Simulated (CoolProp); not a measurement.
The numbers come from the reference Helmholtz-energy equation of state, Lemmon 2009 in CoolProp.

Problem. Give the vapour pressure (MPa), liquid density (kg/m³), vapour viscosity (µPa s) of saturated propane at 35.65 °C.

Solution. 
```json
[
 {"T (°C)": "35.65", "p (MPa)": "1.24", "liquid density (kg/m³)": "475", "vapour viscosity (µPa s)": "8.70"}
]
```

Viscosity comes from a separate model (Vogel 1998).
